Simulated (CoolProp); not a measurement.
Computed with CoolProp (reference Helmholtz-energy equation of state, Wu 2011).

Question: For dimethyl ether, give the phase and the density (kg/m³), speed of sound (m/s) at 117.25 °C and 7.09 MPa; 162.15 °C and 7.09 MPa; 206.95 °C and 7.09 MPa.

Answer: 
- 117.25 °C and 7.09 MPa: liquid; density 483, speed of sound 394
- 162.15 °C and 7.09 MPa: supercritical; density 172, speed of sound 199
- 206.95 °C and 7.09 MPa: supercritical; density 114, speed of sound 247
